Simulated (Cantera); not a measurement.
Charge: 1 mol SiHCl₃, 43 mol N₂, at 927 °C and 7.50 Torr.

Equilibrium computed with Cantera from the NASA thermochemical tables; the gas is ideal and each condensed phase is pure. Candidate condensed phases: NH₄Cl, Si, Si₃N₄; 28 gas species. N₂ is the only nitrogen source here; it is nearly inert below about 1500 K, so the nitride shown seldom forms there in practice. The tables' values for SiCl₃ are old estimates; treat these amounts as uncertain. Kinetics and transport are ignored.

Base state: N₂ 0.966, HCl 0.0211, SiCl₄ 0.0111, H₂ 0.000781, SiCl₃ 0.000591, SiCl₂ 0.000276, SiHCl₃ 1.12e-5 (mole fractions); condensed: Si₃N₄(s).

Problem. What changes in the equilibrium state with this change: temperature from 927 °C to 627 °C?

Solution. 
| species | before | after |
|---|---|---|
| N₂ | 0.966 | 0.967 |
| HCl | 0.0211 | 0.0202 |
| SiCl₄ | 0.0111 | 0.0119 |
| SiCl₃ | 0.000591 | 2.42e-6 |
| SiCl₂ | 0.000276 | 2.34e-8 |
| SiHCl₃ | 1.12e-5 | 2.02e-6 |
| Si₃N₄(s), mol | 0.157 | 0.158 |
